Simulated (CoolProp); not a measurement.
Vapour-liquid equilibrium of cyclopentane (1) + octamethylcyclotetrasiloxane (D4) (2) at 457.6 K; x and y are mole fractions of (1).

The numbers come from the multi-fluid Helmholtz-energy mixture model, Gedanitz 2015 and Thol 2015; pair parameters Bell 2016 in CoolProp.

```csv
x,"bubble pressure, mixture model (bar)","bubble pressure, Raoult's law (bar)","y, mixture model","y, Raoult's law"
0.05,(withheld),2.240,0.290,0.467
0.15,2.811,4.207,0.583,0.746
0.25,4.040,6.173,(withheld),0.847
0.35,5.451,8.139,0.817,0.900
0.45,(withheld),10.10,0.874,0.932
0.55,8.933,12.07,0.913,0.953
0.65,11.07,14.04,(withheld),0.969
0.75,13.52,16.00,(withheld),0.980
0.85,(withheld),17.97,0.982,0.990
0.95,(withheld),19.94,(withheld),0.997
```

Q: Fill in the missing entries.

A: 
- 0.05, bubble pressure, mixture model (bar): 1.740
- 0.25, y, mixture model: 0.730
- 0.45, bubble pressure, mixture model (bar): 7.071
- 0.65, y, mixture model: 0.943
- 0.75, y, mixture model: 0.965
- 0.85, bubble pressure, mixture model (bar): 16.31
- 0.95, bubble pressure, mixture model (bar): 19.37
- 0.95, y, mixture model: 0.995

The largest gap from Raoult's law is -34.6 % in bubble pressure, at x = 0.25. No azeotrope shows between x = 0.05 and 0.95.

Pair parameters are fitted to limited data, so mixtures are less certain than the pure fluids.
